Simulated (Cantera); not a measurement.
Input (Python, Cantera) and output of one run.

```python
import numpy as np
import cantera as ct

gas_names = """
    N N2 Zr ZrN
""".split()
cond_names = """
    Zr(a) Zr(b) Zr(L) ZrN(s) ZrN(L)
""".split()


# ... load() reads the species with a 1 bar reference pressure and builds the phases ...
atoms = {
    'ZrN': {'Zr': 1, 'N': 1},
    'N2': {'N': 2},
}
top_T = {}  # K; cautious upper limits of use, not melting points


# ... equilibrate(T, P, feed) seeds the gas with the atoms and calls Mixture.equilibrate('TP', solver="vcs", rtol=1e-11, max_steps=5000) ...
results = []
feed = {'ZrN': 1, 'N2': 0.085}  # mol
T = 1450  # K
P = 1000  # Pa
mix = equilibrate(T, P, feed)
results.append((T, P, feed, dict(zip(mix.species_names, mix.species_moles))))
print(gas.report(threshold=0.001))
for i in range(1, mix.n_phases):
    print(f"{mix.phase(i).name:16s} {mix.phase_moles(i):12.5e} mol")
```

It prints:

```
       temperature   1450 K
          pressure   1000 Pa
           density   0.0023237 kg/m^3
  mean mol. weight   28.014 kg/kmol
   phase of matter   gas

                          1 kg             1 kmol
                     ---------------   ---------------
          enthalpy        1.3077e+06        3.6635e+07  J
   internal energy        8.7737e+05        2.4579e+07  J
           entropy            9958.2        2.7897e+05  J/K
    Gibbs function       -1.3132e+07       -3.6787e+08  J
 heat capacity c_p            1235.1             34601  J/K
 heat capacity c_v            938.35             26287  J/K

                      mass frac. Y      mole frac. X     chem. pot. / RT
                     ---------------   ---------------   ---------------
                N2                 1                 1           -30.514
     [   +3 minor]        8.0923e-14        1.6185e-13

Zr(b)             0.00000e+00 mol
ZrN(s)            1.00000e+00 mol
```

Cantera equilibrium calculation (NASA polynomials, part measured and part estimated; ideal gas, pure solids and liquids). ZrN: taken at fixed stoichiometry.
